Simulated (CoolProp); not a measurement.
Vapour pressure (MPa) of cyclopentane: the reference equation beside estimates from Tc = 511.7 K, pc = 4.583 MPa, ω = 0.202.

Computed with CoolProp (reference Helmholtz-energy equation of state, Gedanitz 2015).

```tsv
T (K)	reference	Lee-Kesler	Soave-Redlich-Kwong
280.9	0.02044	0.01953	0.01980
298.3	0.04260	0.04119	0.04156
315.7	0.08086	0.07912	0.07947
333.1	0.1422	0.1406	___
350.5	0.2347	0.2339	0.2339
367.9	0.3673	0.3685	0.3685
385.3	0.5500	0.5542	___
402.7	0.7932	___	0.8046
420	1.106	1.119	1.127
437.4	1.505	1.523	1.539
454.8	2.002	2.024	2.050
```

Question: What belongs in the gaps?

Answer: 
- 333.1, Soave-Redlich-Kwong: 0.1407
- 385.3, Soave-Redlich-Kwong: 0.5550
- 402.7, Lee-Kesler: 0.8014

Absolute difference from the reference over all 11 rows, mean and median: Lee-Kesler 1.5 and 1.1 %, Soave-Redlich-Kwong 1.6 and 1.7 %.
